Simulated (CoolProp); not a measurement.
Isobutene along the isobar 172 bar: density (kg/m³) from the reference equation and from simpler models built on Tc = 144.9 °C, pc = 40.16 bar, ω = 0.193; each cubic takes its own stable root.

The numbers come from the reference Helmholtz-energy equation of state, Lemmon 2005 in CoolProp. It is a short technical equation, of lower accuracy than the large ones.

| T (°C) | phase | reference |
|---|---|---|
| 129.35 | liquid | 498.6 |
| 144.15 | liquid | 479.8 |
| 158.85 | supercritical | 460.4 |
| 173.65 | supercritical | 440.1 |
| 188.35 | supercritical | 419.3 |
| 203.15 | supercritical | 397.9 |
| 217.85 | supercritical | 376.5 |
| 232.65 | supercritical | 355.0 |
| 247.35 | supercritical | 334.2 |
| 262.15 | supercritical | 314.2 |
| 276.85 | supercritical | 295.6 |

Question: How far does each simpler model (van der Waals, Redlich-Kwong, Peng-Robinson) lie from the reference over these 11 states: mean and median of the absolute difference, and the worst?

Answer: 
- van der Waals: mean 19.1 %, median 20.2 %, worst -28.3 % at 129.35 °C and 172 bar
- Redlich-Kwong: mean 5.1 %, median 5.8 %, worst -7.3 % at 129.35 °C and 172 bar
- Peng-Robinson: mean 1.9 %, median 1.7 %, worst +4.1 % at 129.35 °C and 172 bar
